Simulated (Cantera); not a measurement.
A perfectly stirred reactor is fed with 16.4 % C₂H₆, 83.6 % N₂, at 0.000128 atm; it is held at 1400 K, and followed from long to short residence time.

Cantera simulation using GRI-Mech 3.0 (53 species, 325 reactions); the numbers are that mechanism's predictions, not measurements. GRI-Mech 3.0 stops at C3 and has no aromatics, soot or wall deposition, so with more carbon than oxygen in the feed, carbon stays in small species such as C2H2 where larger ones or solid carbon would form. Radical loss at walls, strong at low pressure, is not modelled.

x: mole fraction; the columns are a selection and need not sum to one.

| τ (s) | x C₂H₆ | x C₂H₄ | x CH₂ | x H | x C₂H |
|---|---|---|---|---|---|
| 0.93 | 0.0401 | 0.0518 | 5.35e-6 | 0.000273 | 8.48e-8 |
| 0.30 | 0.0905 | 0.0401 | 5.48e-6 | 0.000199 | 2.58e-8 |
| 0.10 | 0.141 | 0.0130 | (withheld) | 0.000105 | 2.87e-9 |
| 0.033 | 0.160 | 0.00172 | (withheld) | 3.78e-5 | 6.33e-11 |
| 0.011 | 0.163 | 9.93e-5 | (withheld) | 6.50e-6 | <1e-12 |
| 0.0035 | 0.164 | 3.39e-6 | (withheld) | 6.26e-7 | <1e-12 |
| 0.0011 | 0.164 | 1.09e-7 | 1.98e-10 | 5.06e-8 | <1e-12 |
| 0.00037 | 0.164 | 4.36e-9 | 7.78e-12 | 5.73e-9 | <1e-12 |

Question: Some entries are withheld; supply them.

Answer: 
- 0.10, x CH₂: 2.97e-6
- 0.033, x CH₂: 7.54e-7
- 0.011, x CH₂: 9.21e-8
- 0.0035, x CH₂: 5.24e-9
